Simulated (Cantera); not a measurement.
Charge: 1 mol BN, 26 mol HCl, equilibrated at 1875 K and 10.0 mbar.

Equilibrium computed with Cantera from the NASA thermochemical tables; the gas is ideal and each condensed phase is pure. Candidate condensed phases: B, BN, NH₄Cl; 21 gas species. The tables' values for BCl₂, BCl are old estimates; treat these amounts as uncertain. Gases not in the tables: BHCl₂. Rates play no part.

Base state: HCl 0.865, H₂ 0.0585, BCl₃ 0.0292, N₂ 0.0189, Cl 0.0178, BCl₂ 0.00464, BCl 0.00404, H 0.00159 (mole fractions); condensed: gas only.

Problem. What changes in the equilibrium state with this change: pressure from 10.0 mbar to 0.430 bar?

Solution. 
```
species   before     after
-------  -------  --------
HCl        0.865     0.881
H₂        0.0585    0.0583
BCl₃      0.0292    0.0374
Cl        0.0178   0.00276
N₂        0.0189    0.0192
BCl      0.00404  0.000116
H        0.00159  0.000241
BCl₂     0.00464  0.000889
Cl₂      1.60e-5   1.67e-5
```

Problem. What changes in the equilibrium state with this change: pressure from 10.0 mbar to 0.370 bar?

Solution. 
| species | before | after |
|---|---|---|
| HCl | 0.865 | 0.881 |
| H₂ | 0.0585 | 0.0583 |
| BCl₃ | 0.0292 | 0.0373 |
| Cl | 0.0178 | 0.00298 |
| N₂ | 0.0189 | 0.0192 |
| BCl | 0.00404 | 0.000134 |
| H | 0.00159 | 0.000260 |
| BCl₂ | 0.00464 | 0.000956 |
| Cl₂ | 1.60e-5 | 1.67e-5 |

Problem. What changes in the equilibrium state with this change: temperature from 1875 K to 1500 K?

Solution. 
```json
[
 {"species": "HCl", "before": "0.865", "after": "0.884"},
 {"species": "H₂", "before": "0.0585", "after": "0.0578"},
 {"species": "BCl₃", "before": "0.0292", "after": "0.0383"},
 {"species": "Cl", "before": "0.0178", "after": "0.000522"},
 {"species": "N₂", "before": "0.0189", "after": "0.0192"},
 {"species": "BCl", "before": "0.00404", "after": "1.90e-5"},
 {"species": "H", "before": "0.00159", "after": "4.23e-5"}
]
```
